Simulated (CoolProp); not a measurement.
The fluid at 298.15 K and 0.108 MPa expands adiabatically to 0.0264 MPa with isentropic efficiency 1. The same conditions are run with several fluids, on thermodynamics alone (safety and materials aside).

Values from CoolProp's reference Helmholtz-energy equation of state of each fluid (C3F8 (R218): Lemmon 2006; hydrogen chloride: Thol 2018; CF4 (R14): Platzer 1990; trans-2-butene: Lemmon 2005; ammonia: Gao 2020). The equations of Platzer and Polt are older, rougher fits.

Problem. Rank C3F8 (R218), hydrogen chloride, CF4 (R14), trans-2-butene, ammonia by work (kJ/kg), highest first.

Solution. ammonia (172), hydrogen chloride (78.4), trans-2-butene (56.7), CF4 (R14) (35.8), C3F8 (R218) (17.6)

```
fluid              final temperature (K)                       final phase  final density (kg/m³)
-----------------  ---------------------  --------------------------------  ---------------------
C3F8 (R218)                        274.3                               gas                   2.19
hydrogen chloride                  199.5                               gas                  0.584
CF4 (R14)                          242.7                               gas                   1.15
trans-2-butene                     257.8                               gas                  0.700
ammonia                            216.1  two-phase, vapour fraction 0.996                  0.254
```
